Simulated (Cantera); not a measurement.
## Formation from one mole of O2

Source: NASA polynomial tables (part measured, part estimated), evaluated in Cantera. Values are per mole of reaction as written; species without (g) are pure solids or liquids, kept so even where they would boil at 1 bar.

2 Pb + O2(g) = 2 PbO(g)

```json
[
 {"T (K)": "300", "ΔH° (kJ)": "140.6", "ΔS° (J/K)": "145.2", "ΔG° (kJ)": "97.0", "log10 K": "-16.89", "condensed phases": "Pb(s)"},
 {"T (K)": "1125", "ΔH° (kJ)": "114.9", "ΔS° (J/K)": "103.9", "ΔG° (kJ)": "-2.0", "log10 K": "0.09", "condensed phases": "Pb(l)"},
 {"T (K)": "1175", "ΔH° (kJ)": "113.9", "ΔS° (J/K)": "103.1", "ΔG° (kJ)": "-7.2", "log10 K": "0.32", "condensed phases": "Pb(l)"},
 {"T (K)": "1225", "ΔH° (kJ)": "113.0", "ΔS° (J/K)": "102.3", "ΔG° (kJ)": "-12.4", "log10 K": "0.53", "condensed phases": "Pb(l)"},
 {"T (K)": "1275", "ΔH° (kJ)": "112.1", "ΔS° (J/K)": "101.6", "ΔG° (kJ)": "-17.5", "log10 K": "0.71", "condensed phases": "Pb(l)"},
 {"T (K)": "1325", "ΔH° (kJ)": "111.1", "ΔS° (J/K)": "100.9", "ΔG° (kJ)": "-22.5", "log10 K": "0.89", "condensed phases": "Pb(l)"},
 {"T (K)": "1375", "ΔH° (kJ)": "110.2", "ΔS° (J/K)": "100.2", "ΔG° (kJ)": "-27.5", "log10 K": "1.05", "condensed phases": "Pb(l)"},
 {"T (K)": "1425", "ΔH° (kJ)": "109.3", "ΔS° (J/K)": "99.5", "ΔG° (kJ)": "-32.5", "log10 K": "1.19", "condensed phases": "Pb(l)"},
 {"T (K)": "1475", "ΔH° (kJ)": "108.4", "ΔS° (J/K)": "98.9", "ΔG° (kJ)": "-37.5", "log10 K": "1.33", "condensed phases": "Pb(l)"},
 {"T (K)": "1525", "ΔH° (kJ)": "107.5", "ΔS° (J/K)": "98.3", "ΔG° (kJ)": "-42.4", "log10 K": "1.45", "condensed phases": "Pb(l)"}
]
```

Zr + O2(g) = ZrO2(g)

```csv
T (K),ΔH° (kJ),ΔS° (J/K),ΔG° (kJ),log10 K,condensed phases
300,-286.2,29.7,-295.1,51.38,Zr(α)
1125,-292.5,20.0,-315.0,14.63,Zr(α)
1175,-296.9,16.1,-315.9,14.04,Zr(β)
1225,-297.3,15.8,-316.7,13.50,Zr(β)
1275,-297.7,15.5,-317.5,13.01,Zr(β)
1325,-298.1,15.2,-318.2,12.55,Zr(β)
1375,-298.5,14.9,-319.0,12.12,Zr(β)
1425,-298.9,14.6,-319.7,11.72,Zr(β)
1475,-299.3,14.3,-320.5,11.35,Zr(β)
1525,-299.8,14.0,-321.2,11.00,Zr(β)
```

Nb + O2(g) = NbO2(g)

```tsv
T (K)	ΔH° (kJ)	ΔS° (J/K)	ΔG° (kJ)	log10 K
300	-200.0	31.2	-209.4	36.46
1125	-205.8	21.7	-230.2	10.69
1175	-206.2	21.3	-231.3	10.28
1225	-206.6	21.0	-232.3	9.91
1275	-207.0	20.7	-233.4	9.56
1325	-207.4	20.4	-234.4	9.24
1375	-207.9	20.0	-235.4	8.94
1425	-208.3	19.7	-236.4	8.67
1475	-208.8	19.4	-237.4	8.41
1525	-209.3	19.1	-238.3	8.16
```
